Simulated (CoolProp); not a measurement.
Decamethyltetrasiloxane (MD2M) at several states: density (kg/m³) from the reference equation and from simpler models built on Tc = 599.4 K, pc = 11.44 bar, ω = 0.635; each cubic takes its own stable root.

Computed with CoolProp (reference Helmholtz-energy equation of state, Thol 2017).

| T (K) | p (bar) | phase | reference |
|---|---|---|---|
| 476.3 | 0.921 | gas | 7.703 |
| 304.8 | 19 | liquid | 844.7 |
| 389.5 | 0.739 | liquid | 756.3 |
| 431.9 | 5.66 | liquid | 711.9 |

Q: How far does each simpler model (van der Waals, Redlich-Kwong, Peng-Robinson) lie from the reference over these 4 states: mean and median of the absolute difference, and the worst?

A: 
- van der Waals: mean 47.0 %, median 43.4 %, worst -99.0 % at 389.5 K and 0.739 bar
- Redlich-Kwong: mean 13.5 %, median 17.7 %, worst -18.1 % at 431.9 K and 5.66 bar
- Peng-Robinson: mean 1.4 %, median 1.2 %, worst -2.4 % at 304.8 K and 19 bar

At some of these states van der Waals gives the other phase, because its saturation line lies elsewhere.
